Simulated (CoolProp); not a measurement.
A Linde-Hampson liquefier for oxygen: isothermal reversible compression at 300 K from 1 atm to 30 MPa, throttling to 1 atm, return gas leaving the recuperator 10 K below the feed. Each further row changes one setting.

Computed with CoolProp (reference Helmholtz-energy equation of state, Schmidt 1985).

```json
[
 {"case": "as stated", "liquid yield per pass": "0.117", "compression work (kJ/kg of gas)": "435"},
 {"case": "high pressure 60 MPa", "liquid yield per pass": "0.145", "compression work (kJ/kg of gas)": "494"},
 {"case": "warm-end temperature 330 K", "liquid yield per pass": "0.085", "compression work (kJ/kg of gas)": "484"},
 {"case": "warm-end gap 15 K", "liquid yield per pass": "0.107", "compression work (kJ/kg of gas)": "435"}
]
```

Above 300 K oxygen's equation is extrapolated.
